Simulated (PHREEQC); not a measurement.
**Hard or scaling water (model solution)**

Solution (25 °C): 0.00021 mol/kgw Ca(HCO3)2 and 0.0022 mol/kgw Na2HPO4. Closed to the air; pH follows from the charge balance.

Computed with PHREEQC (ion-association model, wateq4f.dat).

```json
{
  "pH": "8.57",
  "ionic_strength": "0.00671 mol/kgw",
  "total_alkalinity": "2.62 meq/kg"
}
```

```json
[
 {"species": "Na+", "molality": "0.00439", "activity": "0.00403", "log γ": "-0.037"},
 {"species": "HPO4-2", "molality": "0.00201", "activity": "0.00143", "log γ": "-0.147"},
 {"species": "HCO3-", "molality": "0.000406", "activity": "0.000373", "log γ": "-0.036"},
 {"species": "Ca+2", "molality": "9.92e-5", "activity": "7.09e-5", "log γ": "-0.146"},
 {"species": "H2PO4-", "molality": "6.67e-5", "activity": "6.13e-5", "log γ": "-0.036"},
 {"species": "CaHPO4", "molality": "5.56e-5", "activity": "5.57e-5", "log γ": "0.001"},
 {"species": "CaPO4-", "molality": "5.39e-5", "activity": "4.95e-5", "log γ": "-0.036"},
 {"species": "NaHPO4-", "molality": "1.22e-5", "activity": "1.13e-5", "log γ": "-0.036"},
 {"species": "CO3-2", "molality": "9.22e-6", "activity": "6.59e-6", "log γ": "-0.146"}
]
```

This is a speciation only: nothing precipitates in the calculation. Saturation is exceeded, for instance for Hydroxyapatite; the values hold only as long as no solid forms. H3PO4, which wateq4f.dat lacks, is added to it with the constant of phreeqc.dat.
